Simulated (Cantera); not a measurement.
A freely propagating, adiabatic, planar premixed flame of 45.7 % H2, 11.4 % O2, 42.9 % N2, equivalence ratio 2.0, unburnt at 400 K and 150000 Pa; mixture-averaged transport, grid criteria slope 0.08 and curve 0.16, no radiation.

Computed with Cantera and the H2/O2 subset of GRI-Mech 3.0, which has no nitrogen chemistry. Burning velocities carry a grid error of a few per cent, more on coarse grids.

Task: Predict: laminar burning velocity; thermal thickness; peak x(H2O2); peak x(H); peak x(OH).

Result: 
```
Quantity                     Value
------------------------  --------
laminar burning velocity  473 cm/s
thermal thickness         0.220 mm
peak x(H2O2)               6.81e-5
peak x(H)                   0.0695
peak x(OH)                 0.00368
```
